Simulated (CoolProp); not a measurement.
R245ca at several states: fugacity coefficient from the reference equation and from simpler models built on Tc = 447.6 K, pc = 3941 kPa, ω = 0.355; each cubic takes its own stable root.

The numbers come from the reference Helmholtz-energy equation of state, Zhou 2016 in CoolProp.

| T (K) | p (kPa) | phase | reference |
|---|---|---|---|
| 429.3 | 744 | gas | 0.9241 |
| 264.4 | 710 | liquid | 0.03152 |
| 274 | 280 | liquid | 0.1260 |
| 236.9 | 235 | liquid | 0.01816 |

**Question.** How far does each simpler model (van der Waals, Redlich-Kwong, Soave-Redlich-Kwong) lie from the reference over these 4 states: mean and median of the absolute difference, and the worst?

**Answer.** 
- van der Waals: mean 1332.7 %, median 932.2 %, worst +3465.0 % at 236.9 K and 235 kPa
- Redlich-Kwong: mean 181.7 %, median 190.9 %, worst +344.7 % at 236.9 K and 235 kPa
- Soave-Redlich-Kwong: mean 1.2 %, median 0.6 %, worst +3.4 % at 236.9 K and 235 kPa

At some of these states van der Waals gives the other phase, because its saturation line lies elsewhere.
